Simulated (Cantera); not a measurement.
What does this Cantera script print?

```python
import numpy as np
import cantera as ct

gas_names = """
    Ca CaF CaF2 Ca2 F F2 H HF H2 H2F2 H3F3 H4F4 H5F5 H6F6 H7F7
""".split()
cond_names = """
    Ca(a) Ca(b) Ca(L) CaF2(a) CaF2(b) CaF2(L)
""".split()


# ... load() reads the species with a 1 bar reference pressure and builds the phases ...
atoms = {
    'CaF2': {'Ca': 1, 'F': 2},
    'H2': {'H': 2},
}
top_T = {}  # K; cautious upper limits of use, not melting points


# ... equilibrate(T, P, feed) seeds the gas with the atoms and calls Mixture.equilibrate('TP', solver="vcs", rtol=1e-11, max_steps=5000) ...
results = []
feed = {'CaF2': 1, 'H2': 0.19}  # mol
T = 1773  # K
P = 10000  # Pa
mix = equilibrate(T, P, feed)
results.append((T, P, feed, dict(zip(mix.species_names, mix.species_moles))))
print(gas.report(threshold=0.0001))
for i in range(1, mix.n_phases):
    print(f"{mix.phase(i).name:16s} {mix.phase_moles(i):12.5e} mol")
```

It prints:

```
       temperature   1773 K
          pressure   10000 Pa
           density   0.0015443 kg/m^3
  mean mol. weight   2.2765 kg/kmol
   phase of matter   gas

                          1 kg             1 kmol
                     ---------------   ---------------
          enthalpy        1.8976e+07        4.3199e+07  J
   internal energy          1.25e+07        2.8457e+07  J
           entropy             89815        2.0446e+05  J/K
    Gibbs function       -1.4027e+08       -3.1932e+08  J
 heat capacity c_p             14692             33447  J/K
 heat capacity c_v             11040             25133  J/K

                      mass frac. Y      mole frac. X     chem. pot. / RT
                     ---------------   ---------------   ---------------
                Ca         0.0075165        0.00042695           -19.007
               CaF          0.015656        0.00060329           -59.905
              CaF2            0.0832         0.0024259            -100.8
                 H        0.00039717        0.00089699           -10.706
                HF          0.012806         0.0014572           -51.605
                H2           0.88042           0.99419           -21.412
     [   +9 minor]        2.2667e-09        2.1118e-10

Ca(L)             0.00000e+00 mol
CaF2(L)           9.99340e-01 mol
```

Equilibrium computed with Cantera from the NASA thermochemical tables; the gas is ideal and each condensed phase is pure.
